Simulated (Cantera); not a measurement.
## Pyrogenic steam for wet oxidation

An isothermal, constant-pressure homogeneous reactor starts with H2 : O2 : N2 = 1.5 : 1 : 12 (molar parts), at 898 K and 0.132 atm.

Detailed kinetics in Cantera: the H2/O2 subset of GRI-Mech 3.0, which has no nitrogen chemistry. Radical loss at walls, strong at low pressure, is not modelled. Below about 950 K walls govern HO2 and H2O2 in real vessels. The temperature is held fixed by assumption; the heat of reaction is taken as removed at once.

```tsv
t (s)	x H2	x O2	x O	x H2O2	x H	x OH	x H2O
2.00e-5	0.103	0.0690	<1e-12	<1e-12	<1e-12	<1e-12	<1e-12
5.53e-5	0.103	0.0690	<1e-12	<1e-12	1.68e-12	<1e-12	<1e-12
0.000153	0.103	0.0690	<1e-12	<1e-12	5.11e-12	<1e-12	1.28e-12
0.000423	0.103	0.0690	2.12e-12	<1e-12	2.14e-11	<1e-12	1.51e-11
0.00117	0.103	0.0690	2.64e-11	<1e-12	2.51e-10	6.68e-12	3.40e-10
0.00323	0.103	0.0690	1.08e-8	4.23e-11	1.02e-7	2.72e-9	1.58e-7
0.00894	0.0188	0.0292	0.000822	3.29e-7	0.00975	0.000494	0.0833
0.0247	0.00121	0.0188	3.06e-5	2.73e-7	5.27e-5	3.63e-5	0.108
0.0684	0.000425	0.0184	5.68e-6	2.58e-7	4.46e-6	9.67e-6	0.109
0.189	0.000162	0.0183	1.20e-6	2.83e-7	5.96e-7	3.46e-6	0.109
0.523	6.35e-5	0.0182	2.11e-7	2.39e-7	7.88e-8	1.17e-6	0.109
1.45	2.61e-5	0.0182	3.71e-8	1.19e-7	1.19e-8	4.28e-7	0.109
4.00	9.70e-6	0.0182	6.50e-9	2.62e-8	1.91e-9	1.83e-7	0.109
```
x: mole fraction; the columns are a selection and need not sum to one.

Equilibrium at this temperature and pressure: H2 6.63e-12, O2 0.0182, O 1.86e-12, H2O2 3.54e-12, H <1e-12, OH 1.18e-8, H2O 0.109 (gas phase only).
